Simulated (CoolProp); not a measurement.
Vapour-liquid equilibrium of n-hexane (1) + m-xylene (2) at 419.9 K; x and y are mole fractions of (1).

Values from CoolProp's multi-fluid Helmholtz-energy mixture model, Thol 2019 and Zhou 2012; pair parameters Bell 2016.

```
x      bubble pressure, mixture model (MPa)  bubble pressure, Raoult's law (MPa)  y, mixture model  y, Raoult's law
-----  ------------------------------------  -----------------------------------  ----------------  ---------------
0.05                                 0.1531                               0.1531             0.221            0.231
0.125                                     ?                               0.1968             0.443            0.449
0.2                                  0.2507                               0.2405             0.586            0.588
0.275                                0.3014                               0.2842             0.681            0.684
0.35                                 0.3510                               0.3279             0.749            0.754
0.425                                0.3983                               0.3716             0.798            0.808
0.5                                  0.4429                               0.4153             0.836            0.851
0.575                                     ?                               0.4590             0.866            0.885
0.65                                 0.5243                               0.5027             0.892            0.914
0.725                                     ?                               0.5464             0.915            0.938
0.8                                  0.6000                               0.5901                 ?            0.958
0.875                                0.6383                               0.6338             0.959            0.976
0.95                                 0.6784                               0.6775             0.983            0.991
```

Task: Complete the blanks.

Result: 
- 0.125, bubble pressure, mixture model (MPa): 0.2006
- 0.575, bubble pressure, mixture model (MPa): 0.4847
- 0.725, bubble pressure, mixture model (MPa): 0.5623
- 0.8, y, mixture model: 0.937

The largest gap from Raoult's law is +7.2 % in bubble pressure, at x = 0.425. No azeotrope shows between x = 0.05 and 0.95.

Pair parameters are fitted to limited data, so mixtures are less certain than the pure fluids.
